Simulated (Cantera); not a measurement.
Cantera run:

```python
import numpy as np
import cantera as ct

gas_names = """
    AL ALH ALO ALOH ALO2 ALO2H AL2 AL2O AL2O2 H HALO HO2 H2 H2O H2O2 O OH O2 O3 Si SiH SiH2 SiH3 SiH4
    SiO SiO2 Si2 Si3
""".split()
cond_names = """
    AL(cr) AL(L) AL2O3(a) AL2O3(L) AL2SiO5(an) AL6Si2O13(s) H2O(s) H2O(L) Si(cr) Si(L) SiO2(Lqz)
    SiO2(hqz) SiO2(L)
""".split()


def load(file, names, dense=False):
    # The tables refer to 1 bar. Condensed volumes are neglected.
    table = {s.name: s for s in ct.Species.list_from_file(file)}
    out = []
    for n in names:
        d = dict(table[n].input_data)
        d["thermo"] = dict(d["thermo"], **{"reference-pressure": 1e5})
        if dense:
            d["equation-of-state"] = {"model": "constant-volume", "density": "1e6 g/cm^3"}
        out.append(ct.Species.from_dict(d))
    return out


gas = ct.Solution(thermo="ideal-gas", species=load("nasa_gas.yaml", gas_names))
cond = {s.name: ct.Solution(thermo="fixed-stoichiometry", species=[s], name=s.name)
        for s in load("nasa_condensed.yaml", cond_names, dense=True)}
atoms = {
    'SiO2': {'Si': 1, 'O': 2},
    'Al2O3': {'AL': 2, 'O': 3},
    'H2': {'H': 2},
}
top_T = {'AL2SiO5(an)': 2000, 'AL6Si2O13(s)': 2100}  # K; cautious upper limits of use, not melting points


def equilibrate(T, P, feed):
    n = {}
    for name, mol in feed.items():
        for a, k in atoms[name].items():
            n[a] = n.get(a, 0.0) + k * mol
    gas.TPX = T, P, n
    mass = sum(n.values()) * gas.mean_molecular_weight
    gas.equilibrate("TP")
    valid = [c for c in cond.values() if c.min_temp <= T <= top_T.get(c.name, c.max_temp)]
    mix = ct.Mixture([(gas, mass / gas.mean_molecular_weight)] + [(c, 0.0) for c in valid])
    mix.T, mix.P = T, P
    mix.equilibrate("TP", solver="vcs", rtol=1e-11, max_steps=5000)
    return mix


results = []
feed = {'SiO2': 1, 'Al2O3': 0.57, 'H2': 77}  # mol
P = 13332.2  # Pa
for T in [775, 975, 1175, 1375, 1575, 1775, 1975, 2175, 2375, 2575]:
    mix = equilibrate(T, P, feed)
    results.append((T, P, feed, dict(zip(mix.species_names, mix.species_moles))))

top = {s: max(r[3][s] / sum(r[3][g] for g in gas_names) for r in results) for s in gas_names}
cols = sorted((s for s in top if top[s] > 1e-05), key=lambda s: -top[s])[:6]
seen = [c for c in cond_names if any(r[3].get(c, 0) > 1e-12 for r in results)]
print("log10 of partial pressures in bar; condensed amounts in mol")
print(f"{'T/K':>10s}" + "".join(f"{s[:9]:>10s}" for s in cols + seen))
for T, P, feed, n in results:
    ng = sum(n[g] for g in gas_names)
    print(f"{T:10.4g}" + "".join(f"{np.log10(max(n[s] / ng * P / 1e5, 1e-99)):10.3f}" for s in cols)
          + "".join(f"{n.get(c, 0):10.4g}" for c in seen))
```

Output:

```
log10 of partial pressures in bar; condensed amounts in mol
       T/K        H2         H       H2O       SiO        AL      AL2O  AL2O3(a)  AL2O3(L) AL2SiO5(a AL6Si2O13 SiO2(Lqz) SiO2(hqz)   SiO2(L)
       775    -0.875   -12.441   -11.407   -16.182   -27.168   -33.851         0         0      0.57         0      0.43         0         0
       975    -0.875    -9.379    -9.385   -10.525   -19.201   -23.609         0         0      0.57         0         0      0.43         0
      1175    -0.875    -7.349    -7.442    -7.448   -14.905   -18.145         0         0      0.57         0         0      0.43         0
      1375    -0.875    -5.903    -5.679    -5.679   -12.495   -15.150         0         0         0      0.19         0    0.6188         0
      1575    -0.875    -4.819    -4.373    -4.373   -10.724   -12.973         0         0         0      0.19         0    0.5955         0
      1775    -0.878    -3.978    -3.376    -3.376    -9.346   -11.284         0         0         0      0.19         0         0    0.3761
      1975    -0.887    -3.307    -2.819    -2.819    -7.761    -9.192    0.4025         0         0   0.05581         0         0         0
      2175    -0.892    -2.758    -2.770    -2.770    -5.984    -6.925    0.5689         0         0         0         0         0         0
      2375    -0.904    -2.303    -2.759    -2.776    -4.506    -5.061         0    0.5486         0         0         0         0         0
      2575    -0.932    -1.926    -2.637    -2.789    -3.542    -3.924         0    0.3709         0         0         0         0         0
```

Method: chemical equilibrium by Gibbs-energy minimisation in Cantera with the NASA 1993 tables (ideal gas, pure condensed phases). Mutual solubility and eutectic melting of coexisting phases are not modelled. The tables' values for AlOH are old estimates; treat these amounts as uncertain. The tables hold silica as quartz up to 1696 K and as liquid above; real silica turns to tridymite and cristobalite and melts near 1996 K. Condensed phases not in the tables: alloys, solid solutions and most ternary compounds.
